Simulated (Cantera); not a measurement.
An isothermal plug-flow reactor at 775 K and 2.20 bar (inlet), inlet velocity 0.067 m/s, active area per volume 520 1/m; feed CH4 : O2 : N2 = 0.0065 : 0.16 : 0.79 (molar parts).

Detailed kinetics in Cantera: Deutschmann's 1995 Pt surface mechanism with GRI-Mech 3.0 gas chemistry. Catalytic surfaces can have several steady states; this one follows from the mechanism file's or the stated starting coverage. Mass transfer to the wall is taken as infinitely fast.

```csv
quantity,before,after
x(CH4) at z = 0.067 m,0.00627,2.41e-10
x(O2) at z = 0.067 m,0.166,0.154
x(H2O) at z = 0.067 m,0.00105,0.0136
x(CO2) at z = 0.067 m,0.000523,0.00678
x(CO) at z = 0.067 m,5.75e-7,5.65e-9
θ(free Pt) at the exit,0.0147,0.138
θ(O*) at the exit,0.985,0.859
```

### Question
What was changed between the two runs?
(A) area per volume 520 to 110 1/m
(B) temperature 775 to 1123 K
(C) temperature 775 to 998 K
(D) inlet velocity 0.067 to 0.1 m/s

### Answer
C, temperature 775 to 998 K
